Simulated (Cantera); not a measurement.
Mixture: 4.77 % CH4, 0.906 % C2H6, 0.234 % C3H8, 23.5 % O2, 70.6 % N2, equivalence ratio 0.59, at 36.0 bar, adiabatic and at constant pressure. Ignition delay is the time to a rise of 400 K.

Computed with Cantera and GRI-Mech 3.0 (53 species, 325 reactions). The pressure lies above the range GRI-Mech 3.0 was tuned for (to about 10 atm).

Task: Predict: delay at 1223 K; delay at 1323 K; delay at 1423 K; delay at 1523 K; delay at 1623 K; apparent activation energy between 1573 and 1673 K.

Result: 
| Item | Result |
|---|---|
| delay at 1223 K | 0.251 ms |
| delay at 1323 K | 73.4 µs |
| delay at 1423 K | 25.8 µs |
| delay at 1523 K | 10.5 µs |
| delay at 1623 K | 4.90 µs |
| apparent activation energy between 1573 and 1673 K | 160 kJ/mol |
